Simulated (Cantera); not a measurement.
Input: 1 mol Ta2O5, 3.5 mol CH4, 1.4 mol CO, held at 1048.15 K and 6.40 bar.

Method: chemical equilibrium by Gibbs-energy minimisation in Cantera with the NASA 1993 tables (ideal gas, pure condensed phases). Candidate condensed phases: C, C6H6, C7H8, C8H18, H2O, Ta, TaC, Ta2O5; 113 gas species. The numbers say what is thermodynamically allowed, not how fast it happens.

### Question
What is the equilibrium state?

### Answer
```json
{
  "x(H2)": "0.649",
  "x(CH4)": "0.157",
  "x(CO)": "0.101",
  "x(H2O)": "0.0783",
  "x(CO2)": "0.0145",
  "x(C2H6)": "1.01e-5",
  "x(C2H4)": "1.97e-6",
  "n(C(graphite))": "3.07 mol",
  "n(Ta2O5(s))": "1.00 mol",
  "gas_amount": "6.720 mol",
  "log10 activity of TaC(s) (absent)": "-6.52",
  "log10 activity of Ta(s) (absent)": "-13.54"
}
```
